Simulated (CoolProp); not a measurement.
Isohexane at several states: Z from the reference equation and from simpler models built on Tc = 497.7 K, pc = 30.43 bar, ω = 0.280; each cubic takes its own stable root.

Computed with CoolProp (reference Helmholtz-energy equation of state, Lemmon 2006). It is a short technical equation, of lower accuracy than the large ones.

```json
[
 {"T (K)": "479.8", "p (bar)": "93.4", "phase": "liquid", "reference": "0.4242"},
 {"T (K)": "379.7", "p (bar)": "7.05", "phase": "liquid", "reference": "0.03394"},
 {"T (K)": "388.2", "p (bar)": "0.174", "phase": "gas", "reference": "0.9953"}
]
```

Q: How far does each simpler model (van der Waals, Redlich-Kwong, Soave-Redlich-Kwong, Peng-Robinson) lie from the reference over these 3 states: mean and median of the absolute difference, and the worst?

A: 
- van der Waals: mean 814.9 %, median 43.2 %, worst +2401.5 % at 379.7 K and 7.05 bar
- Redlich-Kwong: mean 9.4 %, median 11.8 %, worst +16.3 % at 379.7 K and 7.05 bar
- Soave-Redlich-Kwong: mean 7.1 %, median 10.5 %, worst +10.6 % at 479.8 K and 93.4 bar
- Peng-Robinson: mean 1.2 %, median 1.0 %, worst -2.5 % at 379.7 K and 7.05 bar

At some of these states van der Waals gives the other phase, because its saturation line lies elsewhere.
